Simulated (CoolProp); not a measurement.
R152A along the isobar 3.25 MPa: fugacity coefficient from the reference equation and from simpler models built on Tc = 386.4 K, pc = 4.517 MPa, ω = 0.275; each cubic takes its own stable root.

Computed with CoolProp (reference Helmholtz-energy equation of state, Outcalt 1996). It is a modified Benedict-Webb-Rubin equation, recast in Helmholtz form.

```json
[
 {"T (K)": "167.8", "phase": "liquid", "reference": "0.0001142", "Redlich-Kwong": "0.0004148", "Peng-Robinson": "0.0001193"},
 {"T (K)": "197.9", "phase": "liquid", "reference": "0.001789", "Redlich-Kwong": "0.004994", "Peng-Robinson": "0.001812"},
 {"T (K)": "227.9", "phase": "liquid", "reference": "0.01198", "Redlich-Kwong": "0.02632", "Peng-Robinson": "0.01208"},
 {"T (K)": "258", "phase": "liquid", "reference": "0.04742", "Redlich-Kwong": "0.08487", "Peng-Robinson": "0.04811"},
 {"T (K)": "288", "phase": "liquid", "reference": "0.1311", "Redlich-Kwong": "0.1977", "Peng-Robinson": "0.1339"},
 {"T (K)": "318.1", "phase": "liquid", "reference": "0.2829", "Redlich-Kwong": "0.3699", "Peng-Robinson": "0.2902"},
 {"T (K)": "348.1", "phase": "liquid", "reference": "0.5061", "Redlich-Kwong": "0.5871", "Peng-Robinson": "0.5170"},
 {"T (K)": "378.2", "phase": "gas", "reference": "0.7232", "Redlich-Kwong": "0.7464", "Peng-Robinson": "0.7238"},
 {"T (K)": "408.2", "phase": "gas", "reference": "0.7906", "Redlich-Kwong": "0.7989", "Peng-Robinson": "0.7854"},
 {"T (K)": "438.3", "phase": "gas", "reference": "0.8380", "Redlich-Kwong": "0.8376", "Peng-Robinson": "0.8309"},
 {"T (K)": "468.3", "phase": "gas", "reference": "0.8730", "Redlich-Kwong": "0.8673", "Peng-Robinson": "0.8657"}
]
```
